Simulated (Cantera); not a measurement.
A Cantera script and what it prints.

```python
import numpy as np
import cantera as ct

gas_names = """
    NF3 N2 F2
""".split()
cond_names = """

""".split()


def load(file, names, dense=False):
    # The tables refer to 1 bar. Condensed volumes are neglected.
    table = {s.name: s for s in ct.Species.list_from_file(file)}
    out = []
    for n in names:
        d = dict(table[n].input_data)
        d["thermo"] = dict(d["thermo"], **{"reference-pressure": 1e5})
        if dense:
            d["equation-of-state"] = {"model": "constant-volume", "density": "1e6 g/cm^3"}
        out.append(ct.Species.from_dict(d))
    return out


species = {s.name: s for s in load("nasa_gas.yaml", gas_names) + load("nasa_condensed.yaml", cond_names)}
# Each term lists the table entries of one substance; the one whose range holds T is used.
reactions = {
    '2 NF3(g) = N2(g) + 3 F2(g)':
        [(-2, ['NF3']), (1, ['N2']), (3, ['F2'])],
}


def pick(names, T):
    return next(species[n] for n in names if species[n].thermo.min_temp <= T <= species[n].thermo.max_temp)


results = []
for label, terms in reactions.items():
    print(label)
    print("     T/K   dH/kJ  dS/(J/K)   dG/kJ   log10 K")
    for T in [1225, 1250, 1275, 1300, 1325, 1350, 1375, 1400, 1425, 1450]:
        used = [(nu, pick(names, T)) for nu, names in terms]
        dH = sum(nu * s.thermo.h(T) for nu, s in used) / 1e6
        dS = sum(nu * s.thermo.s(T) for nu, s in used) / 1e3
        dG = dH - T * dS / 1e3
        logK = -dG * 1e6 / (ct.gas_constant * T * np.log(10))
        results.append((label, T, dH, dS, dG, logK, [s.name for _, s in used]))
        print(f"{T:8g} {dH:8.1f} {dS:8.1f} {dG:8.1f} {logK:8.2f}")
```

Output:

```
2 NF3(g) = N2(g) + 3 F2(g)
     T/K   dH/kJ  dS/(J/K)   dG/kJ   log10 K
    1225    254.3    269.6    -76.0     3.24
    1250    253.9    269.3    -82.7     3.46
    1275    253.5    268.9    -89.4     3.66
    1300    253.0    268.6    -96.1     3.86
    1325    252.6    268.3   -102.9     4.05
    1350    252.2    267.9   -109.6     4.24
    1375    251.7    267.6   -116.3     4.42
    1400    251.3    267.3   -122.9     4.59
    1425    250.9    267.0   -129.6     4.75
    1450    250.4    266.7   -136.3     4.91
```

Standard-state values (1 bar) from the NASA 1993 polynomials, evaluated with Cantera. Condensed species are held in their standard states even where they would react or evaporate.
